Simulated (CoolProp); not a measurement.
Vapour-liquid equilibrium of propane (1) + isopentane (2) at 241.3 K; x and y are mole fractions of (1).

Values from CoolProp's multi-fluid Helmholtz-energy mixture model, Lemmon 2009 and Lemmon 2006; pair parameters Kunz 2012.

### Question
Give the bubble pressure and the first vapour's composition at x = 0.05, 0.2, 0.5. Is there an azeotrope?

### Answer
x = 0.05: 17.56 kPa, y = 0.617; x = 0.2: 43.87 kPa, y = 0.866; x = 0.5: 86.31 kPa, y = 0.952. No azeotrope shows between x = 0.05 and 0.95.

Pair parameters are fitted to limited data, so mixtures are less certain than the pure fluids.
